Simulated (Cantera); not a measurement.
Feed: 1 mol Si, 4.9 mol F2, 2 mol N2, at 602 °C and 57.0 Pa.

Method: chemical equilibrium by Gibbs-energy minimisation in Cantera with the NASA 1993 tables (ideal gas, pure condensed phases). Candidate condensed phases: Si, Si3N4; 16 gas species. Equilibrium is a limit: real reactors are often held back by kinetics, nucleation or transport.

Base state: F 0.421, N2 0.268, F2 0.177, SiF4 0.134, NF3 8.31e-5 (mole fractions); condensed: gas only.

Task: What changes in the equilibrium state with this change: pressure from 57.0 Pa to 16.0 mbar?

Result: 
```csv
species,before,after
F2,0.177,0.395
N2,0.268,0.318
SiF4,0.134,0.161
F,0.421,0.119
NF3,8.31e-5,0.00844
```
